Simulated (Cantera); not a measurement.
Charge: 1 mol Si, 2.4 mol H2, at 675 °C and 100000 Pa.

These are equilibrium values from Cantera (NASA tables, ideal gas, pure condensed phases), not measurements of a reactor. Candidate condensed phases: Si; 9 gas species. Equilibrium is a limit: real reactors are often held back by kinetics, nucleation or transport.

Q: What is the equilibrium state?

A: 
```
Property       Result
----------  ---------
x(H2)            1.00
n(Si(s))    1.000 mol
gas amount  2.400 mol
```
